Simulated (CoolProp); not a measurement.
Vapour-liquid equilibrium of R13 (1) + n-butane (2) at 56.8 kPa; x and y are mole fractions of (1).

Values from CoolProp's multi-fluid Helmholtz-energy mixture model, Platzer 1990 and Bücker 2006; pair parameters Bell 2016. This equation is an older, rougher fit; its heat capacities, sound speeds and derivatives of the liquid may be far off and weren't checked against measurements.

```
x     bubble temperature (°C)  y at the bubble point  dew temperature at overall composition x (°C)  liquid density (mol/L)
----  -----------------------  ---------------------  ---------------------------------------------  ----------------------
0.05                    -49.2                  0.829                                          -16.0                   11.30
0.15                    -71.1                  0.964                                          -18.5                     [?]
0.25                    -78.4                  0.981                                            [?]                   12.31
0.35                    -82.0                  0.987                                          -24.4                   12.65
0.45                    -84.1                  0.990                                            [?]                   12.97
0.55                    -85.6                  0.992                                            [?]                   13.29
0.65                    -86.8                  0.993                                          -36.7                   13.62
0.75                      [?]                  0.995                                          -42.8                   13.96
0.85                    -89.3                  0.997                                            [?]                   14.33
0.95                    -90.8                  0.999                                            [?]                   14.71
```

**Question.** Fill in the missing entries.

**Answer.** 
- 0.15, liquid density (mol/L): 11.92
- 0.25, dew temperature at overall composition x (°C): -21.3
- 0.45, dew temperature at overall composition x (°C): -27.9
- 0.55, dew temperature at overall composition x (°C): -31.9
- 0.75, bubble temperature (°C): -88.0
- 0.85, dew temperature at overall composition x (°C): -51.3
- 0.95, dew temperature at overall composition x (°C): -67.1

No azeotrope shows between x = 0.05 and 0.95.

Pair parameters are fitted to limited data, so mixtures are less certain than the pure fluids. With so large a gap from Raoult's law the liquid may split in two, which this calculation doesn't test in full.
